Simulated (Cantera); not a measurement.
Input: 1 mol CuO, 0.83 mol CO, held at 1773.15 K and 2.40 mbar.

Cantera equilibrium calculation (NASA polynomials, part measured and part estimated; ideal gas, pure solids and liquids). Candidate condensed phases: C, Cu, CuO, Cu2O; 15 gas species. The numbers say what is thermodynamically allowed, not how fast it happens.

Base state: CO2 0.745, Cu 0.165, O2 0.0809, CO 0.00830, O 0.000546, CuO 0.000313, Cu2 0.000280 (mole fractions); condensed: Cu(l).

Question: What changes in the equilibrium state with this change: 0.66 mol O2 added?

Answer: 
| species | before | after |
|---|---|---|
| CO2 | 0.745 | 0.437 |
| O2 | 0.0809 | 0.394 |
| Cu | 0.165 | 0.165 |
| CO | 0.00830 | 0.00220 |
| CuO | 0.000313 | 0.000692 |
| O | 0.000546 | 0.00120 |
| Cu2 | 0.000280 | 0.000280 |
| Cu(l), mol | 0.818 | 0.686 |
